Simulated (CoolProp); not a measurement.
Model: reference Helmholtz-energy equation of state, Lemmon 2006, in CoolProp. It is a short technical equation, of lower accuracy than the large ones.

### Question
Give the vapour pressure (MPa), liquid density (kg/m³), enthalpy of vaporisation (kJ/kg), surface tension (mN/m) of saturated nitrous oxide at -67.25, -51.65, -30.85 °C.

### Answer
| T (°C) | p (MPa) | liquid density (kg/m³) | enthalpy of vaporisation (kJ/kg) | surface tension (mN/m) |
|---|---|---|---|---|
| -67.25 | 0.310 | 1170 | 349 | 19.0 |
| -51.65 | 0.607 | 1120 | 328 | 15.6 |
| -30.85 | 1.28 | 1040 | 296 | 11.3 |

Surface tension comes from a separate correlation (Mulero 2012).
